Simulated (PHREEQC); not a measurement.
**Ultrapure water in contact with air or piping (model solution)**

Synthetic water in mmol/kgw, 25 °C, pH 7.47, pe 8.5:

```tsv
constituent	mmol/kgw
Na	0.000534
K	1.58e-06
Ca	0.00218
Mg	0.000575
Cl	0.00147
S(6)	0.000306
Alkalinity (meq/kgw)	0.00416
B	4.27e-05
N(5)	1.11e-05
O(0) (counted as O atoms)	2.51e-06
```

Valence states are taken as typed.

The numbers come from PHREEQC with the ion-association model, phreeqc.dat.

| Quantity | Value |
|---|---|
| ionic strength | 9.25e-6 mol/kgw |
| charge-balance error | -1.7 % |

```
species  molality  activity   log γ
-------  --------  --------  ------
HCO3-     3.88e-6   3.87e-6  -0.002
Ca+2      2.18e-6   2.15e-6  -0.006
Cl-       1.47e-6   1.46e-6  -0.002
Mg+2      5.75e-7   5.67e-7  -0.006
Na+       5.34e-7   5.32e-7  -0.002
SO4-2     3.06e-7   3.01e-7  -0.006
OH-       3.00e-7   2.99e-7  -0.002
CO2       2.95e-7   2.95e-7   0.000
H3BO3     4.20e-8   4.20e-8   0.000
H+        3.40e-8   3.39e-8  -0.002
NO3-      1.11e-8   1.11e-8  -0.002
CO3-2     5.43e-9   5.35e-9  -0.006
K+        1.58e-9   1.57e-9  -0.002
O2        1.25e-9   1.25e-9   0.000
```

No solid was allowed to form.
